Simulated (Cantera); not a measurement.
An isothermal, constant-pressure homogeneous reactor starts with 1.48 % CH₄, 98.5 % H₂, at 1600 K and 0.0267 bar.

Model: GRI-Mech 3.0 (53 species, 325 reactions), integrated in Cantera. GRI-Mech 3.0 stops at C3 and has no aromatics, soot or wall deposition, so with more carbon than oxygen in the feed, carbon stays in small species such as C2H2 where larger ones or solid carbon would form. Radical loss at walls, strong at low pressure, is not modelled.

One state of this run: x CH₄ = 0.00989; x H₂ = 0.987; x C₂H₂ = 0.00237; x C₂H₄ = 1.19e-5; x C₂H = 2.52e-9; x CH₃ = 6.37e-5. x: mole fraction; the columns are a selection and need not sum to one.

Task: Which value of t (s) does it belong to?
(A) 3.89
(B) 0.0287
(C) 0.757
(D) 4.11e-5

Result: A, 3.89
